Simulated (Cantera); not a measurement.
A closed system holds: 1 mol SiCl4, 3.3 mol HCl, 0.96 mol H2, held at 900 °C and 0.310 bar.

These are equilibrium values from Cantera (NASA tables, ideal gas, pure condensed phases), not measurements of a reactor. Candidate condensed phases: Si; 19 gas species. The tables' values for SiCl3 are old estimates; treat these amounts as uncertain. Equilibrium is a limit: real reactors are often held back by kinetics, nucleation or transport.

Base state: HCl 0.629, SiCl4 0.188, H2 0.181, SiHCl3 0.00126, SiCl3 0.000615, SiCl2 1.98e-5 (mole fractions); condensed: gas only.

**Question.** What changes in the equilibrium state with this change: temperature from 900 °C to 1052 °C?

**Answer.** 
```
species    before     after
-------  --------  --------
HCl         0.629     0.634
SiCl4       0.188     0.182
H2          0.181     0.177
SiCl2     1.98e-5  0.000590
SiCl3    0.000615   0.00445
SiHCl3    0.00126   0.00259
```

**Question.** What changes in the equilibrium state with this change: temperature from 900 °C to 977 °C?

**Answer.** 
| species | before | after |
|---|---|---|
| HCl | 0.629 | 0.631 |
| SiCl4 | 0.188 | 0.186 |
| H2 | 0.181 | 0.179 |
| SiCl2 | 1.98e-5 | 0.000125 |
| SiCl3 | 0.000615 | 0.00180 |
| SiHCl3 | 0.00126 | 0.00188 |

**Question.** What changes in the equilibrium state with this change: HCl from 3.3 to 4.2 mol?

**Answer.** 
| species | before | after |
|---|---|---|
| HCl | 0.629 | 0.683 |
| SiCl4 | 0.188 | 0.161 |
| H2 | 0.181 | 0.155 |
| SiCl2 | 1.98e-5 | 1.23e-5 |
| SiHCl3 | 0.00126 | 0.000851 |
